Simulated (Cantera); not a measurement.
Input: 1 mol B2O3, 38 mol H2, at 2223.15 K and 56.0 mbar.

Equilibrium computed with Cantera from the NASA thermochemical tables; the gas is ideal and each condensed phase is pure. Candidate condensed phases: B, B2O3, B3O3H3, H2O; 23 gas species. Rates play no part.

Base state: H2 0.921, H 0.0260, HBO 0.0200, HBO2 0.0140, H2O 0.00719, BO 0.00674, B2O3 0.00392, B2O2 0.000878 (mole fractions); condensed: gas only.

Task: What changes in the equilibrium state with this change: temperature from 2223.15 K to 1998.15 K?

Result: 
| species | before | after |
|---|---|---|
| H2 | 0.921 | 0.945 |
| HBO | 0.0200 | 0.0195 |
| HBO2 | 0.0140 | 0.0154 |
| H | 0.0260 | 0.00660 |
| BO | 0.00674 | 0.00198 |
| OH | 2.93e-5 | 2.86e-6 |
| BO2 | 6.88e-5 | 1.29e-5 |
| H2O | 0.00719 | 0.00412 |
| B2O3 | 0.00392 | 0.00599 |
| B2O2 | 0.000878 | 0.00110 |
